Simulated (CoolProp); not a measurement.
Values from CoolProp's reference Helmholtz-energy equation of state, Lemmon 2005. It is a short technical equation, of lower accuracy than the large ones.

### Question
For cis-2-butene, give the phase and the density (kg/m³), cv (kJ/(kg K)), expansivity (1/kK) at -63.65 °C and 4.47 MPa; -13.15 °C and 4.47 MPa; 75.05 °C and 4.47 MPa.

### Answer
- -63.65 °C and 4.47 MPa: liquid; density 715, cv 1.35, expansivity 1.41
- -13.15 °C and 4.47 MPa: liquid; density 663, cv 1.42, expansivity 1.59
- 75.05 °C and 4.47 MPa: liquid; density 560, cv 1.67, expansivity 2.43
